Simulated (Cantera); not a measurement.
## Carbon deposition, reforming and gasification: CH3OH + CO2 + N2

Feed: 1 mol CH3OH, 2.2 mol CO2, a varied amount of N2, held at 1327 °C and 1 atm.

Method: chemical equilibrium by Gibbs-energy minimisation in Cantera with the NASA 1993 tables (ideal gas, pure condensed phases). Candidate condensed phases: C, C6H6, C7H8, C8H18, H2O; 136 gas species. Equilibrium is a limit: real reactors are often held back by kinetics, nucleation or transport.

From 1.1 mol N2 to 34 mol N2 nothing is condensed. The main C-bearing gas is CO throughout.

| n(N2) (mol) | x N2 | x CO | x H2O | x CO2 | x H2 | x H | x OH | x NH3 |
|---|---|---|---|---|---|---|---|---|
| 1.1 | 0.175 | 0.345 | 0.186 | 0.163 | 0.131 | 1.96e-5 | 1.09e-6 | 9.39e-7 |
| 1.6 | 0.235 | 0.320 | 0.173 | 0.151 | 0.122 | 1.88e-5 | 1.05e-6 | 9.72e-7 |
| 2.5 | 0.325 | 0.282 | 0.152 | 0.133 | 0.107 | 1.77e-5 | 9.84e-7 | 9.48e-7 |
| 3.9 | 0.429 | 0.239 | 0.129 | 0.113 | 0.0908 | 1.63e-5 | 9.05e-7 | 8.48e-7 |
| 6 | 0.536 | 0.194 | 0.105 | 0.0917 | 0.0738 | 1.47e-5 | 8.16e-7 | 6.94e-7 |
| 9.3 | 0.641 | 0.150 | 0.0809 | 0.0708 | 0.0570 | 1.29e-5 | 7.17e-7 | 5.16e-7 |
| 14 | 0.729 | 0.113 | 0.0611 | 0.0535 | 0.0430 | 1.12e-5 | 6.23e-7 | 3.61e-7 |
| 22 | 0.809 | 0.0799 | 0.0431 | 0.0377 | 0.0304 | 9.42e-6 | 5.23e-7 | 2.25e-7 |
| 34 | 0.867 | 0.0554 | 0.0299 | 0.0262 | 0.0211 | 7.84e-6 | 4.36e-7 | 1.35e-7 |
x: gas mole fraction; nothing condenses.
